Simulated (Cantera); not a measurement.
Charge: 1 mol C₂F₆, 0.014 mol CH₄, 17 mol H₂, held at 2875 K and 20000 Pa.

Cantera equilibrium calculation (NASA polynomials, part measured and part estimated; ideal gas, pure solids and liquids). Candidate condensed phases: C, C₆H₆, C₇H₈, C₈H₁₈; 95 gas species. The feed counts by its element totals alone. Kinetics and transport are ignored.

Base state: H₂ 0.530, HF 0.273, H 0.172, C₂H₂ (acetylene) 0.0226, C₂H 0.00104, F 0.000434, C₄H₂ 0.000400, C₃ 0.000387 (mole fractions); condensed: C(graphite).

Q: What changes in the equilibrium state with this change: temperature from 2875 K to 2698 K?

A: 
| species | before | after |
|---|---|---|
| H₂ | 0.530 | 0.603 |
| HF | 0.273 | 0.285 |
| H | 0.172 | 0.0979 |
| C₂H₂ (acetylene) | 0.0226 | 0.0141 |
| C₂ | 3.84e-5 | 4.10e-6 |
| C₃ | 0.000387 | 4.28e-5 |
| C(graphite), mol | 0.907 | 1.39 |
